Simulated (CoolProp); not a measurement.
Vapour-liquid equilibrium of R143a (1) + R236FA (2) at -3.15 °C; x and y are mole fractions of (1).

Values from CoolProp's multi-fluid Helmholtz-energy mixture model, Lemmon and Jacobsen 2000 and Pan 2012; pair parameters Bell 2016.

Task: Give the bubble pressure and the first vapour's composition at x = 0.2, 0.35, 0.8. Is there an azeotrope?

Result: x = 0.2: 173.6 kPa, y = 0.548; x = 0.35: 238.4 kPa, y = 0.726; x = 0.8: 455.7 kPa, y = 0.952. No azeotrope shows between x = 0.05 and 0.95.

The pair parameters rest on a limited set of measurements; away from them the model extrapolates.
